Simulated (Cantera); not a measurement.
A closed system holds: 1 mol SiCl4, 0.99 mol Cl2, 15 mol H2, held at 1323 K and 0.133 bar.

These are equilibrium values from Cantera (NASA tables, ideal gas, pure condensed phases), not measurements of a reactor. Candidate condensed phases: Si; 19 gas species. The tables' values for SiCl3 are old estimates; treat these amounts as uncertain. Kinetics and transport are ignored.

Question: What is the equilibrium state?

Answer: 
```json
{
  "x(H2)": "0.783",
  "x(HCl)": "0.159",
  "x(SiCl4)": "0.0278",
  "x(SiCl2)": "0.0142",
  "x(SiCl3)": "0.00851",
  "x(SiHCl3)": "0.00696",
  "x(SiH2Cl2)": "0.000250",
  "x(H)": "3.84e-6",
  "x(SiH3Cl)": "2.53e-6",
  "gas_amount": "17.31 mol",
  "log10 activity of Si(s) (absent)": "-0.79"
}
```
